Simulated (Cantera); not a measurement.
What does this Cantera script print?

```python
import numpy as np
import cantera as ct

gas_names = [...]  # 114 gases of nasa_gas.yaml made of C, Fe, H, O
cond_names = """
    C(gr) C6H6(L) C7H8(L) C8H18(L),n-octa Fe(a) Fe(c) Fe(d) Fe(L) FeC5O5(L) FeO(s) FeO(L) Fe(OH)2(s)
    Fe(OH)3(s) Fe2O3(s) Fe3O4(s) H2O(s) H2O(L)
""".split()


# ... load() reads the species with a 1 bar reference pressure and builds the phases ...
atoms = {
    'Fe(CO)5': {'Fe': 1, 'C': 5, 'O': 5},
    'O2': {'O': 2},
    'H2': {'H': 2},
}
top_T = {'C(gr)': 4500, 'Fe2O3(s)': 1830, 'Fe3O4(s)': 1870}  # K; cautious upper limits of use, not melting points


# ... equilibrate(T, P, feed) seeds the gas with the atoms and calls Mixture.equilibrate('TP', solver="vcs", rtol=1e-11, max_steps=5000) ...
results = []
feed = {'Fe(CO)5': 1, 'O2': 0.034, 'H2': 4.3}  # mol
P = 1333.22  # Pa
for T in [925, 1000, 1075, 1150, 1225, 1300, 1375, 1450]:
    mix = equilibrate(T, P, feed)
    results.append((T, P, feed, dict(zip(mix.species_names, mix.species_moles))))

top = {s: max(r[3][s] / sum(r[3][g] for g in gas_names) for r in results) for s in gas_names}
cols = sorted((s for s in top if top[s] > 1e-06), key=lambda s: -top[s])[:5]
seen = [c for c in cond_names if any(r[3].get(c, 0) > 1e-12 for r in results)]
print("log10 of partial pressures in bar; condensed amounts in mol")
print(f"{'T/K':>10s}" + "".join(f"{s[:9]:>10s}" for s in cols + seen))
for T, P, feed, n in results:
    ng = sum(n[g] for g in gas_names)
    print(f"{T:10.4g}" + "".join(f"{np.log10(max(n[s] / ng * P / 1e5, 1e-99)):10.3f}" for s in cols)
          + "".join(f"{n.get(c, 0):10.4g}" for c in seen))
```

It prints:

```
log10 of partial pressures in bar; condensed amounts in mol
       T/K        CO        H2       CO2       H2O       CH4     C(gr)     Fe(a)     Fe(c)
       925    -2.156    -2.212    -3.835    -4.196    -5.068   0.07119         1         0
      1000    -2.148    -2.213    -4.208    -4.429    -5.781         0         1         0
      1075    -2.148    -2.213    -4.265    -4.362    -6.669         0         1         0
      1150    -2.148    -2.214    -4.316    -4.307    -7.440         0         1         0
      1225    -2.147    -2.214    -4.365    -4.265    -8.112         0         0         1
      1300    -2.147    -2.214    -4.411    -4.232    -8.702         0         0         1
      1375    -2.147    -2.215    -4.453    -4.206    -9.225         0         0         1
      1450    -2.147    -2.215    -4.493    -4.185    -9.690         0         0         1
```

Cantera equilibrium calculation (NASA polynomials, part measured and part estimated; ideal gas, pure solids and liquids). Condensed phases not in the tables: cementite and carbon dissolved in iron.
